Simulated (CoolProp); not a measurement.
A Linde-Hampson liquefier for carbon monoxide: isothermal reversible compression at 300 K from 1 atm to 10 MPa, throttling to 1 atm, return gas leaving the recuperator 0 K below the feed. Each further row changes one setting.

Computed with CoolProp (reference Helmholtz-energy equation of state, Lemmon 2006). It is a short technical equation, of lower accuracy than the large ones.

```csv
case,liquid yield per pass,compression work (kJ/kg of gas)
as stated,___,407
high pressure 20 MPa,___,___
warm-end temperature 330 K,___,___
warm-end gap 5 K,___,407
```

Question: Some entries are withheld; supply them.

Answer: 
- as stated, liquid yield per pass: 0.051
- high pressure 20 MPa, liquid yield per pass: 0.085
- high pressure 20 MPa, compression work (kJ/kg of gas): 470
- warm-end temperature 330 K, liquid yield per pass: 0.038
- warm-end temperature 330 K, compression work (kJ/kg of gas): 450
- warm-end gap 5 K, liquid yield per pass: 0.040
